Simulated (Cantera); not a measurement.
Cantera with NASA thermochemical tables; ideal gases at 1 bar, condensed phases pure. Values are per mole of reaction as written; species without (g) are pure solids or liquids, kept so even where they would boil at 1 bar.

SiC2(g) + 3 Si → 2 Si2C(g), with ΔH° = 456.1 kJ and ΔS° = 191.4 J/K at 300 K.

Problem. How far is the shortcut ΔG° ≈ ΔH°(300 K) − T·ΔS°(300 K) from the full temperature-dependent value at 1023, 1123, 1223, 1323, 1423, 1523 K?

Solution. 
```csv
T (K),shortcut (kJ),full (kJ),difference (kJ),difference in log10 K
1023,260.3,268.5,-8.2,0.42
1123,241.2,251.4,-10.3,0.48
1223,222.0,234.6,-12.6,0.54
1323,202.9,218.0,-15.1,0.60
1423,183.7,201.5,-17.8,0.65
1523,164.6,185.2,-20.6,0.71
```
The shortcut ignores the heat-capacity change of the reaction.
